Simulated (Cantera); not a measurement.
A closed system holds: 1 mol Pb, 0.071 mol O₂, 44 mol H₂, equilibrated at 750 K and 170 Pa.

Equilibrium computed with Cantera from the NASA thermochemical tables; the gas is ideal and each condensed phase is pure. Candidate condensed phases: H₂O, Pb, PbO, PbO₂, Pb₃O₄; 12 gas species. The numbers say what is thermodynamically allowed, not how fast it happens.

Task: What is the equilibrium state?

Result: 
```json
{
  "x(H₂)": "0.997",
  "x(H₂O)": "0.00323",
  "x(Pb)": "5.58e-6",
  "n(Pb(l))": "1.000 mol",
  "gas_amount": "44.00 mol",
  "log10 activity of PbO₂(s) (absent)": "-24.85",
  "log10 activity of Pb₃O₄(s) (absent)": "-37.62"
}
```
